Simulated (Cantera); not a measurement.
Charge: 1 mol Ta(OEt)5, 0.27 mol O2, held at 1300 K and 0.560 bar.

Cantera equilibrium calculation (NASA polynomials, part measured and part estimated; ideal gas, pure solids and liquids). The feed counts by its element totals alone. TaC: taken at fixed stoichiometry. Condensed phases not in the tables: Ta2C. The numbers say what is thermodynamically allowed, not how fast it happens.

```
species              before     after
-----------------  --------  --------
H2                    0.690     0.608
CO                    0.307     0.295
H                   1.23e-6    0.0780
C2H2 (acetylene)    3.98e-7    0.0186
C2H                   <1e-9  0.000289
C4H2                  <1e-9  0.000238
C3                    <1e-9   4.13e-5
C2H2 (vinylidene)     <1e-9   3.34e-5
CH2                   <1e-9   1.29e-5
CO2                0.000272   9.33e-8
C(graphite), mol       3.45      2.73
TaC(s), mol            1.00      1.00
```
Gas species are given as mole fractions.

Q: Name the change that produced these shifts.
A. temperature from 1300 K to 2323.15 K
B. temperature from 1300 K to 2775 K
C. O2 from 0.27 to 3.2 mol
D. pressure from 0.560 bar to 0.00110 bar

A: B, temperature from 1300 K to 2775 K
